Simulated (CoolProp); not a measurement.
Carbonyl sulfide along the isotherm 392.9 K: Z from the reference equation and from simpler models built on Tc = 378.8 K, pc = 6.369 MPa, ω = 0.098; each cubic takes its own stable root.

The numbers come from the reference Helmholtz-energy equation of state, Lemmon 2006 in CoolProp. It is a short technical equation, of lower accuracy than the large ones.

| p (MPa) | phase | reference | van der Waals | Redlich-Kwong | Soave-Redlich-Kwong | Peng-Robinson |
|---|---|---|---|---|---|---|
| 0.0503 | gas | 0.9976 | 0.9979 | 0.9976 | 0.9976 | 0.9973 |
| 0.0813 | gas | 0.9962 | 0.9965 | 0.9961 | 0.9961 | 0.9956 |
| 0.131 | gas | 0.9938 | 0.9944 | 0.9937 | 0.9937 | 0.9929 |
| 0.212 | gas | 0.9900 | 0.9909 | 0.9897 | 0.9898 | 0.9886 |
| 0.343 | gas | 0.9837 | 0.9852 | 0.9833 | 0.9834 | 0.9814 |
| 0.554 | gas | 0.9736 | 0.9759 | 0.9729 | 0.9731 | 0.9699 |
| 0.895 | gas | 0.9567 | … | 0.9558 | 0.9561 | 0.9509 |
| 1.45 | gas | 0.9284 | 0.9347 | 0.9271 | 0.9276 | … |
| 2.34 | gas | 0.8802 | 0.8906 | 0.8786 | 0.8795 | … |
| 3.78 | gas | 0.7925 | 0.8094 | … | 0.7934 | 0.7734 |
| 6.1 | gas | 0.6051 | 0.6263 | 0.6089 | … | 0.5859 |
| 9.86 | supercritical | 0.2857 | 0.3732 | 0.3296 | … | 0.3059 |
| 15.9 | supercritical | 0.3850 | 0.5122 | 0.4253 | 0.4280 | 0.3868 |

**Question.** Fill in the missing entries.

**Answer.** 
- 0.895, van der Waals: 0.9606
- 1.45, Peng-Robinson: 0.9194
- 2.34, Peng-Robinson: 0.8665
- 3.78, Redlich-Kwong: 0.7916
- 6.1, Soave-Redlich-Kwong: 0.6145
- 9.86, Soave-Redlich-Kwong: 0.3348
